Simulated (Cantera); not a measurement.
Standard-state values (1 bar) from the NASA 1993 polynomials, evaluated with Cantera. Values are per mole of reaction as written; species without (g) are pure solids or liquids, kept so even where they would boil at 1 bar.

3 Cl2(g) + Fe2O3 ⇌ 3 O(g) + 2 FeCl3(g), with ΔH° = 1066.6 kJ and ΔS° = 415.1 J/K at 300 K.

Task: How far is the shortcut ΔG° ≈ ΔH°(300 K) − T·ΔS°(300 K) from the full temperature-dependent value at 1073, 1123, 1173, 1223, 1273, 1323, 1373, 1423, 1473, 1523, 1573 K?

Result: 
```
T (K)  shortcut (kJ)  full (kJ)  difference (kJ)  difference in log10 K
-----  -------------  ---------  ---------------  ---------------------
1073           621.2      628.3             -7.1                   0.35
1123           600.5      608.9             -8.4                   0.39
1173           579.7      589.6             -9.8                   0.44
1223           559.0      570.3            -11.3                   0.48
1273           538.2      551.0            -12.8                   0.52
1323           517.5      531.8            -14.4                   0.57
1373           496.7      512.7            -16.0                   0.61
1423           476.0      493.6            -17.6                   0.65
1473           455.2      474.6            -19.3                   0.69
1523           434.5      455.6            -21.1                   0.72
1573           413.7      436.6            -22.9                   0.76
```
The shortcut ignores the heat-capacity change of the reaction.
